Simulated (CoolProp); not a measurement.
Computed with CoolProp (reference Helmholtz-energy equation of state, Jacobsen 1992).

Q: Give the vapour pressure (MPa), liquid cp (kJ/(kg K)), vapour viscosity (µPa s) of saturated R11 at 252.2 K.

A: 
```json
[
 {"T (K)": "252.2", "p (MPa)": "0.0150", "liquid cp (kJ/(kg K))": "0.844", "vapour viscosity (µPa s)": "8.62"}
]
```

Viscosity comes from a separate model (Klein 1997), an estimate that may be off by 10 % or more.
